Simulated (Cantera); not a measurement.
What does this Cantera script print?

```python
import numpy as np
import cantera as ct

gas_names = """
    F FO FO2 F2 F2O H HF HOF HO2 H2 H2F2 H2O H2O2 H3F3 H4F4 H5F5 H6F6 H7F7 Mg MgF MgF2 MgH MgO MgOH
    MgO2H2 Mg2 Mg2F4 O OH O2 O3
""".split()
cond_names = """
    H2O(s) H2O(L) Mg(cr) Mg(L) MgF2(s) MgF2(L) MgO(s) MgO(L) MgO2H2(s)
""".split()


def load(file, names, dense=False):
    # The tables refer to 1 bar. Condensed volumes are neglected.
    table = {s.name: s for s in ct.Species.list_from_file(file)}
    out = []
    for n in names:
        d = dict(table[n].input_data)
        d["thermo"] = dict(d["thermo"], **{"reference-pressure": 1e5})
        if dense:
            d["equation-of-state"] = {"model": "constant-volume", "density": "1e6 g/cm^3"}
        out.append(ct.Species.from_dict(d))
    return out


gas = ct.Solution(thermo="ideal-gas", species=load("nasa_gas.yaml", gas_names))
cond = {s.name: ct.Solution(thermo="fixed-stoichiometry", species=[s], name=s.name)
        for s in load("nasa_condensed.yaml", cond_names, dense=True)}
atoms = {
    'MgO': {'Mg': 1, 'O': 1},
    'HF': {'H': 1, 'F': 1},
}
top_T = {}  # K; cautious upper limits of use, not melting points


def equilibrate(T, P, feed):
    n = {}
    for name, mol in feed.items():
        for a, k in atoms[name].items():
            n[a] = n.get(a, 0.0) + k * mol
    gas.TPX = T, P, n
    mass = sum(n.values()) * gas.mean_molecular_weight
    gas.equilibrate("TP")
    valid = [c for c in cond.values() if c.min_temp <= T <= top_T.get(c.name, c.max_temp)]
    mix = ct.Mixture([(gas, mass / gas.mean_molecular_weight)] + [(c, 0.0) for c in valid])
    mix.T, mix.P = T, P
    mix.equilibrate("TP", solver="vcs", rtol=1e-11, max_steps=5000)
    return mix


results = []
feed = {'MgO': 1, 'HF': 7.2}  # mol
T = 1850  # K
P = 1000  # Pa
mix = equilibrate(T, P, feed)
results.append((T, P, feed, dict(zip(mix.species_names, mix.species_moles))))
x = sorted(zip(gas.X, gas.species_names), reverse=True)
print(f"T = {T:g} K  P = {P:g} Pa  gas = {mix.phase_moles(0):.4g} mol")
print("   x: " + "  ".join(f"{s} {v:.3e}" for v, s in x if v > 1e-05))
print("   condensed (mol): " + ("  ".join(f"{mix.phase(i).name} {mix.phase_moles(i):.4g}"
      for i in range(1, mix.n_phases) if mix.phase_moles(i) > 1e-12) or "none"))
```

It prints:

```
T = 1850 K  P = 1000 Pa  gas = 7.211 mol
   x: HF 8.399e-01  MgF2 7.919e-02  H2O 7.671e-02  H2 2.108e-03  O2 9.511e-04  OH 6.649e-04  H 2.474e-04  MgF 1.362e-04  O 5.947e-05  F 2.097e-05
   condensed (mol): MgO(s) 0.4278
```

These are equilibrium values from Cantera (NASA tables, ideal gas, pure condensed phases), not measurements of a reactor.
